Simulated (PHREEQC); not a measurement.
# Alkaline etch or developer: speciation

Solution (65 °C): 0.0041 mol/kgw NH3 and 1.9e-05 mol/kgw H4SiO4. It is in equilibrium with CO2 at log p = -3.4 (atm). Otherwise closed; pH follows from the charge balance.

Computed with PHREEQC (ion-association model, phreeqc.dat).

| Quantity | Result |
|---|---|
| pH | 8.55 |
| ionic strength | 0.00128 mol/kgw |
| specific conductance | 312 µS/cm |
| total alkalinity | 4.10 meq/kg |

```tsv
species	molality	activity	log γ
NH3	0.00286	0.00286	0.000
NH4+	0.00124	0.00119	-0.019
HCO3-	0.00113	0.00108	-0.019
OH-	4.64e-5	4.44e-5	-0.019
CO3-2	3.33e-5	2.81e-5	-0.074
H4SiO4	1.64e-5	1.64e-5	0.000
CO2	6.08e-6	6.08e-6	0.000
H3SiO4-	2.65e-6	2.54e-6	-0.019
```

Precipitation was switched off in this run. Species that the database lacks are ignored. At this temperature some constants are extrapolated from 25 °C, and those without enthalpy data are left unchanged.
